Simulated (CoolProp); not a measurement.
Vapour-liquid equilibrium of n-decane (1) + n-dodecane (2) at 19.4 kPa; x and y are mole fractions of (1).

Values from CoolProp's multi-fluid Helmholtz-energy mixture model, Lemmon 2006 and Lemmon 2004; pair parameters Bell 2016.

| x | bubble temperature, mixture model (°C) | bubble temperature, Raoult's law (°C) | y, mixture model | y, Raoult's law |
|---|---|---|---|---|
| 0.05 | ___ | 153.8 | ___ | 0.151 |
| 0.15 | 148.1 | 147.8 | ___ | 0.381 |
| 0.25 | 142.9 | 142.7 | 0.538 | 0.545 |
| 0.35 | ___ | 138.2 | 0.661 | 0.664 |
| 0.45 | 134.3 | 134.3 | 0.753 | 0.755 |
| 0.55 | 130.8 | 130.8 | ___ | 0.824 |
| 0.65 | ___ | 127.7 | 0.877 | 0.879 |
| 0.75 | 124.8 | 124.9 | ___ | 0.923 |
| 0.85 | 122.3 | 122.3 | 0.957 | 0.958 |
| 0.95 | 120.0 | 120.0 | 0.987 | 0.987 |

Question: Complete the blanks.

Answer: 
- 0.05, bubble temperature, mixture model (°C): 154.0
- 0.05, y, mixture model: 0.144
- 0.15, y, mixture model: 0.371
- 0.35, bubble temperature, mixture model (°C): 138.3
- 0.55, y, mixture model: 0.823
- 0.65, bubble temperature, mixture model (°C): 127.6
- 0.75, y, mixture model: 0.921

The largest gap from Raoult's law is +0.3 K in bubble temperature, at x = 0.15. No azeotrope shows between x = 0.05 and 0.95.

Pair parameters are fitted to limited data, so mixtures are less certain than the pure fluids.
